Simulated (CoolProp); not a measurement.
A simple Rankine cycle with benzene: condensing at 306.15 K, boiler at 2.39 MPa, turbine inlet 509.1 K, turbine efficiency 0.7, pump efficiency 0.6, no recuperator. Each further row changes one setting.

Computed with CoolProp (reference Helmholtz-energy equation of state, Thol 2012).

| case | thermal efficiency (%) | net work (kJ/kg) | heat in (kJ/kg) | turbine exit temperature (K) | volume ratio over the turbine |
|---|---|---|---|---|---|
| as stated | … | 135 | 664 | 387.1 | 144 |
| turbine inlet 529.1 K | … | 145 | 710 | 411.6 | 137 |
| condensing temperature 298.15 K | 21.3 | 144 | 678 | 380.6 | … |
| boiler pressure 1.67 MPa | … | … | … | 404.6 | … |
| turbine efficiency 0.6 | 17.4 | 115 | 664 | 401.0 | 150 |

### Question
What belongs in the gaps?

### Answer

- as stated, thermal efficiency (%): 20.4
- turbine inlet 529.1 K, thermal efficiency (%): 20.5
- condensing temperature 298.15 K, volume ratio over the turbine: 203
- boiler pressure 1.67 MPa, thermal efficiency (%): 19.5
- boiler pressure 1.67 MPa, net work (kJ/kg): 134
- boiler pressure 1.67 MPa, heat in (kJ/kg): 688
- boiler pressure 1.67 MPa, volume ratio over the turbine: 89.9
